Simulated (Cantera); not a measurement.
Charge: 1 mol Si, 0.28 mol N₂O, 160 mol H₂, held at 1 atm.

These are equilibrium values from Cantera (NASA tables, ideal gas, pure condensed phases), not measurements of a reactor. Candidate condensed phases: H₂O, Si, SiO₂, Si₂N₂O, Si₃N₄; 35 gas species. Mutual solubility and eutectic melting of coexisting phases are not modelled. Gases not in the tables: Si₂H₆ and higher silanes. The numbers say what is thermodynamically allowed, not how fast it happens.

x: gas mole fraction; n: condensed amount in mol.

| T (°C) | x H₂ | x N₂ | x SiO | x H | x SiH₂ | x Si | n Si(s) | n Si₂N₂O(s) | n Si(l) |
|---|---|---|---|---|---|---|---|---|---|
| 1177 | 1.000 | 2.01e-6 | 2.04e-6 | 9.40e-6 | 7.69e-7 | 3.04e-9 | 0.440 | 0.280 | 0 |
| 1227 | 1.000 | [?] | [?] | [?] | [?] | [?] | 0.441 | 0.279 | 0 |
| 1277 | 1.000 | 1.83e-5 | 1.83e-5 | 3.13e-5 | 2.79e-6 | 3.28e-8 | 0.442 | 0.277 | 0 |
| 1327 | 1.000 | 4.95e-5 | 4.95e-5 | 5.40e-5 | 5.00e-6 | 9.62e-8 | 0.447 | 0.272 | 0 |
| 1377 | 1.000 | 0.000126 | 0.000126 | 9.02e-5 | 8.65e-6 | 2.64e-7 | 0.459 | 0.260 | 0 |
| 1427 | 0.999 | 0.000306 | 0.000306 | 0.000146 | 1.42e-5 | 6.70e-7 | 0 | 0.231 | 0.486 |
| 1477 | 0.998 | 0.000735 | 0.000734 | 0.000231 | 2.08e-5 | 1.48e-6 | 0 | 0.162 | 0.554 |
| 1527 | 0.996 | 0.00168 | 0.00168 | 0.000355 | 2.98e-5 | 3.13e-6 | 0 | 0.0105 | 0.704 |
| 1577 | 0.996 | 0.00174 | 0.00174 | [?] | [?] | [?] | 0 | 0 | 0.711 |
| 1627 | 0.996 | 0.00174 | 0.00174 | 0.000787 | 5.81e-5 | 1.24e-5 | 0 | 0 | 0.707 |
| 1677 | 0.995 | 0.00174 | 0.00174 | 0.00114 | 7.89e-5 | 2.35e-5 | 0 | 0 | 0.700 |
| 1727 | 0.995 | 0.00174 | 0.00174 | 0.00161 | 0.000106 | 4.30e-5 | 0 | 0 | 0.691 |

### Question
Fill in the missing entries.

### Answer

- 1227, x N₂: 6.30e-6
- 1227, x SiO: 6.34e-6
- 1227, x H: 1.75e-5
- 1227, x SiH₂: 1.50e-6
- 1227, x Si: 1.04e-8
- 1577, x H: 0.000534
- 1577, x SiH₂: 4.20e-5
- 1577, x Si: 6.36e-6
